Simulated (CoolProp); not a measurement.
Vapour-liquid equilibrium of R1234yf (1) + R152A (2) at 238.1 K; x and y are mole fractions of (1).

Model: multi-fluid Helmholtz-energy mixture model, Lemmon 2022 and Outcalt 1996; pair parameters Bell 2023, in CoolProp.

| x | bubble pressure (bar) | y at the bubble point | dew pressure at overall composition x (bar) | liquid density (mol/L) |
|---|---|---|---|---|
| 0.05 | 0.6319 | 0.087 | 0.6207 | 15.34 |
| 0.125 | 0.6642 | 0.193 | 0.6435 | 14.89 |
| 0.2 | 0.6903 | 0.281 | 0.6662 | 14.47 |
| 0.275 | 0.7115 | 0.358 | 0.6884 | 14.07 |
| 0.35 | 0.7289 | 0.427 | 0.7094 | 13.70 |
| 0.425 | 0.7432 | 0.491 | 0.7285 | 13.35 |
| 0.5 | 0.7550 | 0.554 | 0.7450 | 13.02 |
| 0.575 | 0.7646 | 0.616 | 0.7585 | 12.71 |
| 0.65 | 0.7723 | 0.679 | 0.7690 | 12.41 |
| 0.725 | 0.7782 | 0.743 | 0.7767 | 12.13 |
| 0.8 | 0.7824 | 0.810 | 0.7819 | 11.86 |
| 0.875 | 0.7852 | 0.879 | 0.7851 | 11.61 |
| 0.95 | 0.7867 | 0.951 | 0.7867 | 11.37 |

No azeotrope shows between x = 0.05 and 0.95.

Pair parameters are fitted to limited data, so mixtures are less certain than the pure fluids.
